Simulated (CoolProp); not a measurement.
A single-stage vapour-compression cycle with the fluid: evaporating at 219.15 K (dew point), condensing at 247.15 K (bubble point), superheat 0 K, subcooling 5 K, compressor efficiency 0.75, no pressure losses. The same conditions are run with several fluids, on thermodynamics alone (safety and materials aside).

The numbers come from the reference Helmholtz-energy equation of state of each fluid (vinyl chloride: Thol 2022; R22: Kamei 1995; ethylene: Smukala 2000; R13: Platzer 1990; R227EA: Lemmon 2016; nitrous oxide: Lemmon 2006) in CoolProp. The equations of Platzer and Polt are older, rougher fits.

```json
[
 {"fluid": "vinyl chloride", "cooling COP": "5.40", "pressure ratio": "4.41", "discharge temperature (K)": "303.3", "refrigerating effect (kJ/kg)": "353", "volumetric capacity (kJ/m³)": "166"},
 {"fluid": "R22", "cooling COP": "5.42", "pressure ratio": "3.70", "discharge temperature (K)": "(withheld)", "refrigerating effect (kJ/kg)": "217", "volumetric capacity (kJ/m³)": "550"},
 {"fluid": "ethylene", "cooling COP": "4.90", "pressure ratio": "2.32", "discharge temperature (K)": "277.7", "refrigerating effect (kJ/kg)": "328", "volumetric capacity (kJ/m³)": "5560"},
 {"fluid": "R13", "cooling COP": "5.20", "pressure ratio": "2.66", "discharge temperature (K)": "264.9", "refrigerating effect (kJ/kg)": "112", "volumetric capacity (kJ/m³)": "2550"},
 {"fluid": "R227EA", "cooling COP": "5.42", "pressure ratio": "4.64", "discharge temperature (K)": "(withheld)", "refrigerating effect (kJ/kg)": "123", "volumetric capacity (kJ/m³)": "164"},
 {"fluid": "nitrous oxide", "cooling COP": "5.16", "pressure ratio": "2.71", "discharge temperature (K)": "292.0", "refrigerating effect (kJ/kg)": "(withheld)", "volumetric capacity (kJ/m³)": "4230"}
]
```

Q: Some entries are withheld; supply them.

A: 
- R22, discharge temperature (K): 288.4
- R227EA, discharge temperature (K): 253.5
- nitrous oxide, refrigerating effect (kJ/kg): 289
